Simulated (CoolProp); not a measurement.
R22 at 249.86 K and 0.623 MPa flows at 19 m/s in a round tube of 1 mm bore and 1.5 µm roughness, fully developed (64/Re and Nu = 3.66 if laminar; Colebrook and Gnielinski if turbulent). Each further row changes one setting.

The numbers come from the reference Helmholtz-energy equation of state, Kamei 1995 in CoolProp.

```csv
case,Reynolds number,Darcy friction factor,pressure drop (Pa/m),heat-transfer coefficient (W/(m² K)),mass flow (kg/h)
as stated,…,0.0235,5770000,54200,…
velocity 38 m/s,225000,0.0227,…,106000,…
diameter 2 mm,225000,0.0198,…,47300,292
```

**Question.** What belongs in the gaps?

**Answer.** 
- as stated, Reynolds number: 113000
- as stated, mass flow (kg/h): 72.9
- velocity 38 m/s, pressure drop (Pa/m): 2.22e7
- velocity 38 m/s, mass flow (kg/h): 146
- diameter 2 mm, pressure drop (Pa/m): 2430000

Viscosity comes from a separate model (Bell 2016), an estimate that may be off by 10 % or more. Thermal conductivity comes from a separate model (McLinden 2000), an estimate that may be off by 10 % or more.
